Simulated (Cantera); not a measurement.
A perfectly stirred reactor is fed with 11.8 % CO, 7.65 % H2, 0.376 % CH4, 16.8 % O2, 63.4 % N2, equivalence ratio 0.62, at 518 Torr; it is adiabatic with a 773 K inlet, and is followed from long to short residence time, starting on the burning branch (τ in s: 0.18, 0.067, 0.024, 0.0089, 0.0033, 0.0012, 0.00043, 0.00016, 5.8e-05, 2.1e-05).

Computed with Cantera and GRI-Mech 3.0 (53 species, 325 reactions).

**Question.** Predict: blow-out, bracketed by the residence times tried; x(CO) at τ = 0.180 s; x(H2) at τ = 0.180 s; x(CH4) at τ = 0.180 s; x(H2O) at τ = 0.180 s; x(CO) at τ = 1.20 ms; x(H2) at τ = 1.20 ms; x(CH4) at τ = 1.20 ms; x(H2O) at τ = 1.20 ms.

**Answer.** 
```
Property                                                                      Result
------------------------------------------------  ----------------------------------
blow-out, bracketed by the residence times tried  burning at 58.0 µs, out at 21.0 µs
x(CO) at τ = 0.180 s                                                         0.00593
x(H2) at τ = 0.180 s                                                        0.000753
x(CH4) at τ = 0.180 s                                                        7.50e-8
x(H2O) at τ = 0.180 s                                                         0.0890
x(CO) at τ = 1.20 ms                                                          0.0292
x(H2) at τ = 1.20 ms                                                         0.00457
x(CH4) at τ = 1.20 ms                                                        3.49e-6
x(H2O) at τ = 1.20 ms                                                         0.0777
```
